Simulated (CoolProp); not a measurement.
Saturation properties of chlorine (Tc = 143.7 °C, pc = 76.42 bar, ω = 0.070).

Model: reference Helmholtz-energy equation of state, Thol 2021, in CoolProp.

```json
[
 {"T (°C)": "-8.65", "p (bar)": "2.744", "liquid density (kg/m³)": "1493", "enthalpy of vaporisation (kJ/kg)": "271.7", "liquid cp (kJ/(kg K))": "0.9540"},
 {"T (°C)": "3.85", "p (bar)": "4.169", "liquid density (kg/m³)": "1457", "enthalpy of vaporisation (kJ/kg)": "263.5", "liquid cp (kJ/(kg K))": "0.9653"},
 {"T (°C)": "16.35", "p (bar)": "6.089", "liquid density (kg/m³)": "1419", "enthalpy of vaporisation (kJ/kg)": "254.5", "liquid cp (kJ/(kg K))": "0.9801"},
 {"T (°C)": "28.85", "p (bar)": "8.599", "liquid density (kg/m³)": "1381", "enthalpy of vaporisation (kJ/kg)": "244.9", "liquid cp (kJ/(kg K))": "0.9991"},
 {"T (°C)": "41.25", "p (bar)": "11.77", "liquid density (kg/m³)": "1341", "enthalpy of vaporisation (kJ/kg)": "234.4", "liquid cp (kJ/(kg K))": "1.023"},
 {"T (°C)": "53.75", "p (bar)": "15.73", "liquid density (kg/m³)": "1298", "enthalpy of vaporisation (kJ/kg)": "222.9", "liquid cp (kJ/(kg K))": "1.054"},
 {"T (°C)": "66.25", "p (bar)": "20.58", "liquid density (kg/m³)": "1253", "enthalpy of vaporisation (kJ/kg)": "210.1", "liquid cp (kJ/(kg K))": "1.095"},
 {"T (°C)": "78.75", "p (bar)": "26.39", "liquid density (kg/m³)": "1204", "enthalpy of vaporisation (kJ/kg)": "195.9", "liquid cp (kJ/(kg K))": "1.149"}
]
```

It boils at -34.0 °C under 1 atm.
